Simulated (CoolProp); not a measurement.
The numbers come from the reference Helmholtz-energy equation of state, Gao 2016 in CoolProp.

### Question
For sulfur dioxide, give the phase and the density (kg/m³), cp (kJ/(kg K)), cv (kJ/(kg K)), isothermal compressibility (1/MPa) at 376.7 K and 19.4 MPa.

### Answer
- 376.7 K and 19.4 MPa: liquid; density 1190, cp 1.45, cv 0.779, isothermal compressibility 0.00331
